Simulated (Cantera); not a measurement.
A Cantera script and its output.

```python
import numpy as np
import cantera as ct

gas = ct.Solution("gri30.yaml")
gas.TPX = 1575, 21000, {'C2H6': 1, 'N2': 240}
reactor = ct.IdealGasConstPressureReactor(gas, energy="off", clone=False)
net = ct.ReactorNet([reactor])
net.rtol, net.atol = 1e-08, 1e-18
show = ['C2H6', 'CH3', 'HCN', 'H', 'C2H2', 'CH4', 'C2H']
times = np.geomspace(0.0002, 10, 14)

steps = ct.SolutionArray(gas, extra=["t"])
rows = []
print(f"{'t/s':>10s}{'T/K':>9s}{'P/Pa':>11s}" + "".join(f"{s:>11s}" for s in show))
for t in times:
    while net.time < t:
        t_next = net.step()
        steps.append(gas.state, t=t_next)
    rows.append([np.interp(t, steps.t, y) for y in (steps.T, steps.P, *steps(*show).X.T)])
    print(f"{t:10.3e}{rows[-1][0]:9.1f}{rows[-1][1]:11.4g}" + "".join(f"{x:11.3e}" for x in rows[-1][2:]))
rate = np.gradient(steps.T, steps.t)
print("integrator steps:", len(steps.t))
if steps.T.max() > steps.T[0] + 200:
    print(f"time of steepest temperature rise: {steps.t[rate.argmax()]:.4e} s")
gas.TPX = 1575, 21000, {'C2H6': 1, 'N2': 240}
gas.equilibrate("TP")
print(f"equilibrium (TP): T = {gas.T:.1f} K  " + "  ".join(f"{s} {gas[s].X[0]:.3e}" for s in show))
```

It prints:

```
       t/s      T/K       P/Pa       C2H6        CH3        HCN          H       C2H2        CH4        C2H
 2.000e-04   1575.0    2.1e+04  3.164e-03  9.376e-04  2.875e-07  7.197e-05  8.850e-06  6.677e-05  2.075e-09
 4.597e-04   1575.0    2.1e+04  1.644e-03  1.004e-03  2.168e-06  1.235e-04  1.938e-04  2.704e-04  3.708e-08
 1.057e-03   1575.0    2.1e+04  3.152e-04  5.000e-04  5.399e-06  1.309e-04  1.118e-03  5.933e-04  1.063e-07
 2.429e-03   1575.0    2.1e+04  2.486e-05  1.676e-04  7.611e-06  7.730e-05  2.420e-03  6.829e-04  9.581e-08
 5.583e-03   1575.0    2.1e+04  4.377e-06  7.165e-05  8.234e-06  3.720e-05  3.184e-03  6.697e-04  5.269e-08
 1.283e-02   1575.0    2.1e+04  1.285e-06  3.624e-05  8.406e-06  1.970e-05  3.563e-03  6.573e-04  2.933e-08
 2.950e-02   1575.0    2.1e+04  4.443e-07  2.036e-05  8.467e-06  1.137e-05  3.726e-03  6.464e-04  1.725e-08
 6.780e-02   1575.0    2.1e+04  2.100e-07  1.373e-05  8.498e-06  7.866e-06  3.781e-03  6.325e-04  1.199e-08
 1.558e-01   1575.0    2.1e+04  1.580e-07  1.186e-05  8.531e-06  7.116e-06  3.800e-03  6.071e-04  1.083e-08
 3.582e-01   1575.0    2.1e+04  1.322e-07  1.086e-05  8.598e-06  7.173e-06  3.826e-03  5.564e-04  1.088e-08
 8.234e-01   1575.0    2.1e+04  9.355e-08  9.148e-06  8.732e-06  7.337e-06  3.873e-03  4.660e-04  1.105e-08
 1.893e+00   1575.0    2.1e+04  4.974e-08  6.686e-06  8.978e-06  7.580e-06  3.938e-03  3.374e-04  1.132e-08
 4.351e+00   1575.0    2.1e+04  1.854e-08  4.092e-06  9.356e-06  7.847e-06  4.006e-03  2.042e-04  1.162e-08
 1.000e+01   1575.0    2.1e+04  5.037e-09  2.137e-06  9.840e-06  8.056e-06  4.056e-03  1.056e-04  1.185e-08
integrator steps: 1105
equilibrium (TP): T = 1575.0 K  C2H6 4.584e-13  CH3 1.871e-08  HCN 7.785e-03  H 8.282e-06  C2H2 2.222e-04  CH4 9.158e-07  C2H 6.547e-10
```

Detailed kinetics in Cantera: GRI-Mech 3.0 (53 species, 325 reactions). GRI-Mech 3.0 stops at C3 and has no aromatics, soot or wall deposition, so with more carbon than oxygen in the feed, carbon stays in small species such as C2H2 where larger ones or solid carbon would form.
